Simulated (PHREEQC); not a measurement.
A column of 0.2 m (30 cells, dispersivity 0.007 m, 3600 s a shift, diffusion coefficient 3e-10 m²/s) holds 0.22 eq of the database's cation exchanger X per kg of pore water, first in equilibrium with 0.093 mol MgSO4 and 1e-05 mol HCl per kg of water. It is flushed with 54 mmol/kgw MnCl2, 91 mmol/kgw MgCl2 and 0.01 mmol/kgw HCl, at 25 °C. Values are for the last cell. No CO2 enters from the air. Nothing may precipitate in this run.

The series has 31 steps of pore volumes, from 0 to 4.017.

The numbers come from PHREEQC with the ion-association model, phreeqc.dat.

Problem. After how many pore volumes does Mn at the outlet first reach half of its feed value?

Solution. By 1.5 pore volumes.
